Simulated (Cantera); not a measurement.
Feed: 1 mol CuF₂, 0.28 mol H₂O, 79 mol H₂, at 9.90 mbar.

Method: chemical equilibrium by Gibbs-energy minimisation in Cantera with the NASA 1993 tables (ideal gas, pure condensed phases). Candidate condensed phases: Cu, CuF₂, CuO, Cu(OH)₂, Cu₂O, H₂O; 27 gas species. Rates play no part.

Q: At 898 K, list the 3 most abundant gas species with their mole fractions, and the condensed phases.

A: H₂ 0.972, HF 0.0249, H₂O 0.00349. Condensed: Cu(s).
